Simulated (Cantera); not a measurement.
Sublimation and decomposition of ceramics: Si₃N₄ + C + H₂

Feed: 1 mol Si₃N₄, 0.0037 mol C, a varied amount of H₂, held at 2225 K and 2.25 Torr.

Cantera equilibrium calculation (NASA polynomials, part measured and part estimated; ideal gas, pure solids and liquids). Candidate condensed phases: C, C₆H₆, C₇H₈, C₈H₁₈, Si, SiC, Si₃N₄; 105 gas species. The tables' values for SiN are old estimates; treat these amounts as uncertain. Gases not in the tables: Si₂H₆ and higher silanes. The numbers say what is thermodynamically allowed, not how fast it happens.

From 0.015 mol H₂ to 0.41 mol H₂ the condensed part is Si(l). The main Si-bearing gas is Si throughout.

```
n(H₂) (mol)   x N₂   x Si     x H₂      x H  n Si(l)
-----------  -----  -----  -------  -------  -------
0.015        0.827  0.156  0.00291  0.00638     2.59
0.021        0.824  0.156  0.00454  0.00797     2.59
0.029        0.820  0.156  0.00684  0.00978     2.59
0.04         0.814  0.156   0.0101   0.0119     2.58
0.056        0.807  0.156   0.0151   0.0145     2.58
0.079        0.796  0.156   0.0223   0.0177     2.57
0.11         0.783  0.156   0.0321   0.0212     2.57
0.15         0.766  0.156   0.0446   0.0250     2.56
0.21         0.743  0.156   0.0628   0.0296     2.54
0.3          0.712  0.156   0.0887   0.0352     2.52
0.41         0.677  0.156    0.118   0.0406     2.50
```
x: gas mole fraction; n: condensed amount in mol.
